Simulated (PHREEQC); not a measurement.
Make-up at 25 °C: 0.011 mol MnSO4, 5.9e-05 mol NiCl2, 0.0018 mol NaF and 0.027 mol Na2SO4 per kg of water. Closed to the air; pH follows from the charge balance.

Computed with PHREEQC (ion-association model, wateq4f.dat).

Task: The ionic strength comes out as 0.102 mol/kgw. What activity coefficients do Cl-, MnCl+, F-, Na+, Ni+2 get?

Result: Cl- 0.76, MnCl+ 0.78, F- 0.76, Na+ 0.78, Ni+2 0.37.

No solid was allowed to form. Species that the database lacks are ignored.
